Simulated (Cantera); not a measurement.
A Cantera script and what it prints.

```python
import numpy as np
import cantera as ct

gas_names = """
    H HO2 H2 H2O H2O2 O OH O2 O3 Ti TiO TiO2
""".split()
cond_names = """
    H2O(s) H2O(L) Ti(a) Ti(b) Ti(L) TiO(a) TiO(b) TiO(L) TiO2(ru) TiO2(L) Ti2O3(a) Ti2O3(b) Ti2O3(L)
    Ti3O5(a) Ti3O5(b) Ti3O5(L) Ti4O7(s) Ti4O7(L)
""".split()


# ... load() reads the species with a 1 bar reference pressure and builds the phases ...
atoms = {
    'Ti': {'Ti': 1},
    'H2O': {'H': 2, 'O': 1},
}
top_T = {}  # K; cautious upper limits of use, not melting points


# ... equilibrate(T, P, feed) seeds the gas with the atoms and calls Mixture.equilibrate('TP', solver="vcs", rtol=1e-11, max_steps=5000) ...
results = []
feed = {'Ti': 1, 'H2O': 5.3}  # mol
P = 16  # Pa
for T in [1000, 1200, 1400, 1600, 1800, 2000, 2200]:
    mix = equilibrate(T, P, feed)
    results.append((T, P, feed, dict(zip(mix.species_names, mix.species_moles))))

top = {s: max(r[3][s] / sum(r[3][g] for g in gas_names) for r in results) for s in gas_names}
cols = sorted((s for s in top if top[s] > 0.001), key=lambda s: -top[s])[:6]
seen = [c for c in cond_names if any(r[3].get(c, 0) > 1e-12 for r in results)]
print("log10 of partial pressures in bar; condensed amounts in mol")
print(f"{'T/K':>10s}" + "".join(f"{s[:9]:>10s}" for s in cols + seen))
for T, P, feed, n in results:
    ng = sum(n[g] for g in gas_names)
    print(f"{T:10.4g}" + "".join(f"{np.log10(max(n[s] / ng * P / 1e5, 1e-99)):10.3f}" for s in cols)
          + "".join(f"{n.get(c, 0):10.4g}" for c in seen))
```

Result:

```
log10 of partial pressures in bar; condensed amounts in mol
       T/K       H2O        H2         H        OH      TiO2         O  TiO2(ru)  Ti4O7(L)
      1000    -4.002    -4.219   -10.754   -13.191   -22.847   -19.645         1         0
      1200    -4.002    -4.219    -8.814   -10.694   -17.402   -15.279         1         0
      1400    -4.002    -4.219    -7.423    -8.907   -13.538   -12.151         1         0
      1600    -4.002    -4.221    -6.375    -7.564   -10.658    -9.798         1         0
      1800    -4.007    -4.232    -5.562    -6.518    -8.433    -7.959    0.9999         0
      2000    -4.037    -4.273    -4.925    -5.690    -6.665    -6.478    0.9924         0
      2200    -4.199    -4.398    -4.448    -5.104    -5.302    -5.311         0    0.1963
```

Cantera equilibrium calculation (NASA polynomials, part measured and part estimated; ideal gas, pure solids and liquids). Condensed phases not in the tables: Magnéli phases beyond Ti4O7.
